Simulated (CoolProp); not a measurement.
Vapour-liquid equilibrium of CHF3 (R23) (1) + R11 (2) at -17.85 °C; x and y are mole fractions of (1).

Values from CoolProp's multi-fluid Helmholtz-energy mixture model, Penoncello 2003 and Jacobsen 1992; pair parameters Bell 2016.

```tsv
x	bubble pressure, mixture model (kPa)	bubble pressure, Raoult's law (kPa)	y, mixture model	y, Raoult's law
0.05	[?]	91.24	[?]	0.817
0.15	[?]	238.6	0.967	0.938
0.25	[?]	386.0	[?]	0.966
0.35	1010	533.4	[?]	0.979
0.45	1103	680.8	0.982	0.986
0.55	1150	828.2	0.983	0.990
0.65	[?]	975.6	0.984	0.994
0.75	1223	1123	0.985	0.996
0.85	1293	1270	[?]	0.998
0.95	1410	1418	0.995	0.999
```

What belongs in the gaps?


- 0.05, bubble pressure, mixture model (kPa): 219.1
- 0.05, y, mixture model: 0.918
- 0.15, bubble pressure, mixture model (kPa): 574.4
- 0.25, bubble pressure, mixture model (kPa): 839.8
- 0.25, y, mixture model: 0.977
- 0.35, y, mixture model: 0.981
- 0.65, bubble pressure, mixture model (kPa): 1182
- 0.85, y, mixture model: 0.988

The largest gap from Raoult's law is +140.7 % in bubble pressure, at x = 0.15. No azeotrope shows between x = 0.05 and 0.95.

Pair parameters are fitted to limited data, so mixtures are less certain than the pure fluids. The gap from Raoult's law changes sign with composition, which may be real or a fault of the pair parameters; it wasn't checked against measurements. With so large a gap from Raoult's law the liquid may split in two, which this calculation doesn't test in full.
